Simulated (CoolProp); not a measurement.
n-perfluorohexane along the isotherm 395.2 K: Z from the reference equation and from simpler models built on Tc = 448.0 K, pc = 1.742 MPa, ω = 0.497; each cubic takes its own stable root.

Computed with CoolProp (reference Helmholtz-energy equation of state, Gao 2022).

```
p (MPa)   phase  reference
-------  ------  ---------
0.792    liquid    0.06117
1.58     liquid     0.1205
2.37     liquid     0.1788
3.17     liquid     0.2368
3.96     liquid     0.2933
4.75     liquid     0.3491
5.54     liquid     0.4043
6.33     liquid     0.4590
7.12     liquid     0.5132
7.92     liquid     0.5675
8.71     liquid     0.6208
```

### Question
How far does each simpler model (van der Waals, Redlich-Kwong) lie from the reference over these 11 states: mean and median of the absolute difference, and the worst?

### Answer
- van der Waals: mean 162.3 %, median 61.3 %, worst +1161.4 % at 395.2 K and 0.792 MPa
- Redlich-Kwong: mean 117.0 %, median 21.0 %, worst +1072.6 % at 395.2 K and 0.792 MPa

At some of these states van der Waals, Redlich-Kwong gives the other phase, because its saturation line lies elsewhere.
